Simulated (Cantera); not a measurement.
**Chlorosilane synthesis and conversion: Si + HCl + H2**

Input: 1 mol Si, 1.2 mol HCl, 19 mol H2, at 1098 K and 0.133 bar.

Method: chemical equilibrium by Gibbs-energy minimisation in Cantera with the NASA 1993 tables (ideal gas, pure condensed phases). Candidate condensed phases: Si; 19 gas species. The tables' values for SiCl3 are old estimates; treat these amounts as uncertain. Rates play no part.

```json
{
 "x(H2)": "0.968",
 "x(HCl)": "0.0206",
 "x(SiCl4)": "0.00581",
 "x(SiHCl3)": "0.00398",
 "x(SiCl2)": "0.000888",
 "x(SiCl3)": "0.000606",
 "x(SiH2Cl2)": "0.000326",
 "x(SiH3Cl)": "7.07e-6",
 "n(Si(s))": "0.768 mol",
 "gas_amount": "19.99 mol"
}
```
